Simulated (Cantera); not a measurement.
**Silicon oxide and oxynitride deposition: Si2H6 + H2O + H2 + O3**

Feed: 1 mol Si2H6, 3.3 mol H2O, 2 mol H2, 1.4 mol O3, at 6.30 Pa.

Method: chemical equilibrium by Gibbs-energy minimisation in Cantera with the NASA 1993 tables (ideal gas, pure condensed phases). Candidate condensed phases: H2O, Si, SiO2; 18 gas species. The feed counts by its element totals alone. Kinetics and transport are ignored.

From 675 K to 825 K the condensed part is SiO2(α-quartz). From 875 K to 1025 K the condensed part is SiO2(β-quartz).

```
T (K)   x H2  x H2O       x H  n SiO2(α-quartz)  n SiO2(β-quartz)
-----  -----  -----  --------  ----------------  ----------------
675    0.578  0.422    <1e-12              2.00                 0
725    0.578  0.422  8.95e-12              2.00                 0
775    0.578  0.422  9.50e-11              2.00                 0
825    0.578  0.422  7.60e-10              2.00                 0
875    0.578  0.422   4.81e-9                 0              2.00
925    0.578  0.422   2.49e-8                 0              2.00
975    0.578  0.422   1.10e-7                 0              2.00
1025   0.578  0.422   4.17e-7                 0              2.00
```
x: gas mole fraction; n: condensed amount in mol.
